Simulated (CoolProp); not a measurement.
Water along the isobar 24 MPa: fugacity coefficient from the reference equation and from simpler models built on Tc = 373.9 °C, pc = 22.06 MPa, ω = 0.344; each cubic takes its own stable root.

Values from CoolProp's reference Helmholtz-energy equation of state, Wagner 2002.

```json
[
 {"T (°C)": "170.35", "phase": "liquid", "reference": "0.03565"},
 {"T (°C)": "200.75", "phase": "liquid", "reference": "0.06786"},
 {"T (°C)": "231.15", "phase": "liquid", "reference": "0.1171"},
 {"T (°C)": "261.55", "phase": "liquid", "reference": "0.1863"},
 {"T (°C)": "291.95", "phase": "liquid", "reference": "0.2768"},
 {"T (°C)": "322.35", "phase": "liquid", "reference": "0.3877"},
 {"T (°C)": "352.75", "phase": "liquid", "reference": "0.5151"},
 {"T (°C)": "383.15", "phase": "supercritical", "reference": "0.6445"},
 {"T (°C)": "413.65", "phase": "supercritical", "reference": "0.7123"},
 {"T (°C)": "444.05", "phase": "supercritical", "reference": "0.7598"}
]
```

Task: How far does each simpler model (Redlich-Kwong, Soave-Redlich-Kwong, Peng-Robinson) lie from the reference over these 10 states: mean and median of the absolute difference, and the worst?

Result: 
- Redlich-Kwong: mean 35.1 %, median 23.3 %, worst +108.2 % at 170.35 °C and 24 MPa
- Soave-Redlich-Kwong: mean 5.4 %, median 6.4 %, worst +8.8 % at 261.55 °C and 24 MPa
- Peng-Robinson: mean 3.4 %, median 3.3 %, worst +5.0 % at 231.15 °C and 24 MPa
